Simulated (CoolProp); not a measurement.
Vapour pressure (MPa) of isobutane: the reference equation beside estimates from Tc = 134.7 °C, pc = 3.629 MPa, ω = 0.184. Clausius-Clapeyron is anchored at 83.95 °C with a constant enthalpy of vaporisation of 14.26 kJ/mol.

Model: reference Helmholtz-energy equation of state, Bücker 2006, in CoolProp.

```tsv
T (°C)	reference	Lee-Kesler	Clausius-Clapeyron	van der Waals	Redlich-Kwong	Soave-Redlich-Kwong	Peng-Robinson
51.75	0.7148	0.7173	0.9049	1.365	0.8665	0.7211	0.7129
59.85	0.8662	0.8688	1.029	1.528	1.031	0.8750	0.8646
67.85	1.038	1.040	1.161	1.702	1.212	1.049	1.037
75.85	1.233	1.235	1.303	1.887	1.415	1.248	1.233
83.95	1.456	1.458	1.456	2.086	1.642	1.475	1.459
91.95	1.705	1.706	1.618	2.296	1.889	1.728	1.710
100.05	1.988	1.988	1.791	2.520	2.163	2.014	1.996
108.05	2.301	2.301	1.973	2.755	2.459	2.329	2.311
116.15	2.654	2.655	2.166	3.006	2.784	2.682	2.666
```

Absolute difference from the reference over all 9 rows, mean and median: Lee-Kesler 0.1 and 0.1 %, Clausius-Clapeyron 12.3 and 11.8 %, van der Waals 46.9 and 43.3 %, Redlich-Kwong 12.9 and 12.8 %, Soave-Redlich-Kwong 1.2 and 1.2 %, Peng-Robinson 0.3 and 0.3 %.
